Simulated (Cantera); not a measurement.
# Thermodynamics of sublimation and decomposition of ceramics, feed Si3N4 + H2

A closed system holds: 1 mol Si3N4, a varied amount of H2, at 100000 Pa.

Equilibrium computed with Cantera from the NASA thermochemical tables; the gas is ideal and each condensed phase is pure. Candidate condensed phases: Si, Si3N4; 18 gas species. Mutual solubility and eutectic melting of coexisting phases are not modelled. Equilibrium is a limit: real reactors are often held back by kinetics, nucleation or transport.

**Question.** Map the stable condensed phases over T = 1648, 1748, 1848, 1948, 2048, 2148, 2248, 2348, 2448, 2548 K and n(H2) in mol = 0.036, 0.047, 0.061, 0.081, 0.11, 0.14, 0.18, 0.24, 0.32, 0.42, 0.55.

**Answer.** 
```
T in K \ n(H2) in mol
         0.036 0.047 0.061 0.081  0.11  0.14  0.18  0.24  0.32  0.42  0.55
   2548      A     A     A     A     A     A     A     A     A     A     A
   2448      A     A     A     A     A     A     A     A     A     A     A
   2348      A     A     A     A     A     A     A     A     A     A     A
   2248      A     A     A     A     A     A     A     A     A     A     A
   2148      A     A     A     A     A     A     A     A     A     A     A
   2048      B     B     B     B     B     B     B     B     B     B     B
   1948      B     B     B     B     B     B     B     B     B     B     B
   1848      B     B     B     B     B     B     B     B     B     B     B
   1748      C     C     B     B     B     B     B     B     B     B     B
   1648      C     C     C     C     C     C     C     C     B     B     B
```
A: Si; B: Si + Si3N4; C: Si3N4.
